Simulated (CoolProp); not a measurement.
Saturated liquid density (kg/m³) of R124: the reference equation beside estimates from Tc = 122.3 °C, pc = 36.24 bar, ω = 0.288. Rackett uses Z = 0.29056 − 0.08775 ω.

The numbers come from the reference Helmholtz-energy equation of state, de Vries 1995 in CoolProp.

```csv
T (°C),reference,Rackett,van der Waals,Redlich-Kwong,Peng-Robinson
24.35,1358,1382,817.5,1171,1397
30.55,1336,1359,?,?,1371
36.75,1314,1336,790.3,1123,1343
42.95,1291,1312,776.0,1097,1314
49.15,?,1287,761.0,1070,1284
55.35,1241,1261,745.4,1042,1251
61.55,1215,1233,728.9,1012,1216
67.75,1187,1205,711.6,980.7,1179
73.95,1158,?,693.2,947.6,1139
80.15,1126,?,673.5,912.5,1096
86.35,1092,1107,652.4,874.7,1048
92.55,1054,1069,629.3,833.8,996.4
98.75,1011,1026,?,?,938.1
104.95,961.3,976.1,574.4,737.7,871.3
111.15,899.3,915.1,?,677.5,791.4
```

Question: Fill in the missing entries.

Answer: 
- 30.55, van der Waals: 804.2
- 30.55, Redlich-Kwong: 1147
- 49.15, reference: 1267
- 73.95, Rackett: 1174
- 80.15, Rackett: 1142
- 98.75, van der Waals: 603.6
- 98.75, Redlich-Kwong: 788.6
- 111.15, van der Waals: 539.4

Absolute difference from the reference over all 15 rows, mean and median: Rackett 1.6 and 1.5 %, van der Waals 40.0 and 40.0 %, Redlich-Kwong 18.1 and 17.4 %, Peng-Robinson 3.7 and 2.6 %.
